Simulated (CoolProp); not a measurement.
Vapour-liquid equilibrium of CH2F2 (R32) (1) + R152A (2) at 0.0698 MPa; x and y are mole fractions of (1).

Model: multi-fluid Helmholtz-energy mixture model, Tillner-Roth 1997 and Outcalt 1996; pair parameters Bell 2016, in CoolProp.

Problem. Give the bubble temperature and the first vapour's composition at x = 0.55, 0.65, 0.95. Is there an azeotrope?

Solution. x = 0.55: 222.1 K, y = 0.824; x = 0.65: 220.1 K, y = 0.877; x = 0.95: 215.2 K, y = 0.986. No azeotrope shows between x = 0.05 and 0.95.

Pair parameters are fitted to limited data, so mixtures are less certain than the pure fluids.
